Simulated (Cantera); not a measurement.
An isothermal, constant-pressure homogeneous reactor starts with CH4 : N2 = 1 : 57 (molar parts), at 1575 K and 2670 Pa.

Model: GRI-Mech 3.0 (53 species, 325 reactions), integrated in Cantera. GRI-Mech 3.0 stops at C3 and has no aromatics, soot or wall deposition, so with more carbon than oxygen in the feed, carbon stays in small species such as C2H2 where larger ones or solid carbon would form. Radical loss at walls, strong at low pressure, is not modelled.

**Question.** Predict: x(CH4) at 60.0 s; x(C2H2) at 60.0 s; x(HCN) at 60.0 s; x(CH3) at 60.0 s; x(CH2) at 60.0 s; x(H) at 60.0 s.

**Answer.** x(CH4) at 60.0 s: 8.10e-5 (gas-phase equilibrium 1.25e-6)
x(C2H2) at 60.0 s: 0.00843 (gas-phase equilibrium 0.000870)
x(HCN) at 60.0 s: 5.50e-6 (gas-phase equilibrium 0.0152)
x(CH3) at 60.0 s: 2.60e-6 (gas-phase equilibrium 4.07e-8)
x(CH2) at 60.0 s: 3.70e-9 (gas-phase equilibrium 5.94e-11)
x(H) at 60.0 s: 3.99e-5 (gas-phase equilibrium 4.08e-5)
